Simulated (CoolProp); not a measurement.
Vapour-liquid equilibrium of CHF3 (R23) (1) + R125 (2) at 302 kPa; x and y are mole fractions of (1).

Model: multi-fluid Helmholtz-energy mixture model, Penoncello 2003 and Lemmon 2005; pair parameters Bell 2016, in CoolProp.

Q: Give the bubble temperature and the first vapour's composition at x = 0.425, 0.8, 0.875. Is there an azeotrope?

A: x = 0.425: 227.5 K, y = 0.766; x = 0.8: 216.6 K, y = 0.950; x = 0.875: 214.9 K, y = 0.971. No azeotrope shows between x = 0.05 and 0.95.

The pair parameters rest on a limited set of measurements; away from them the model extrapolates.
